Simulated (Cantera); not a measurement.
A diamond (100) surface in a fixed gas of H2 with x(CH4) = 0.0044, x(H) = 0.014, x(CH3) = 5.7e-05, 0.0592 atm; coverages are run to steady state.

Computed with Cantera and the Harris–Goodwin 1993 mechanism for the reconstructed diamond (100) surface.

One state of this run: growth (µm/h) = 1.70; θ c6HH = 0.407; θ c6H* = 0.0440; θ c6*H = 0.510; θ c6** = 0.0379; θ c6HM = 0.000308. θ: site fractions in the mechanism's names (c6HH fully hydrogenated, c6H* and c6*H radical sites, c6** diradical, c6HM methylated).

**Question.** Which value of T (K) does it belong to?
(A) 1350
(B) 1000
(C) 1250
(D) 1100

**Answer.** C, 1250
